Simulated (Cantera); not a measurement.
**Gas-phase reforming**

An isothermal, constant-pressure homogeneous reactor starts with 37.3 % CH4, 62.7 % H2O, at 2025 K and 0.300 bar.

Cantera simulation using GRI-Mech 3.0 (53 species, 325 reactions); the numbers are that mechanism's predictions, not measurements.

```
t (s)       x CH4  x H2O    x CH2      x O2       x H     x HCO
--------  -------  -----  -------  --------  --------  --------
2.00e-6     0.372  0.627  2.09e-7    <1e-12   3.56e-5  3.69e-11
8.66e-6     0.367  0.626  3.39e-6  4.52e-11   4.59e-5   6.01e-9
3.75e-5     0.335  0.616  3.49e-5   8.51e-9  0.000231   8.66e-7
0.000162    0.154  0.529  4.67e-5   1.44e-7   0.00114   2.10e-6
0.000702   0.0420  0.448  2.34e-5   1.33e-7   0.00185   7.58e-7
0.00304    0.0146  0.366  1.27e-5   1.07e-7   0.00243   3.50e-7
0.0132    0.00917  0.245  5.93e-6   4.78e-8   0.00261   1.68e-7
0.0570    0.00291  0.154  1.47e-6   2.11e-8   0.00274   7.99e-8
0.247     5.62e-6  0.136  2.72e-9   1.80e-8   0.00284   5.86e-8
1.07      1.27e-9  0.136   <1e-12   1.81e-8   0.00285   5.87e-8
4.62      1.27e-9  0.136   <1e-12   1.81e-8   0.00285   5.87e-8
20.0      1.27e-9  0.136   <1e-12   1.81e-8   0.00285   5.87e-8
```
x: mole fraction; the columns are a selection and need not sum to one.

Equilibrium at this temperature and pressure: CH4 1.52e-9, H2O 0.136, CH2 <1e-12, O2 1.81e-8, H 0.00285, HCO 5.87e-8 (gas phase only).
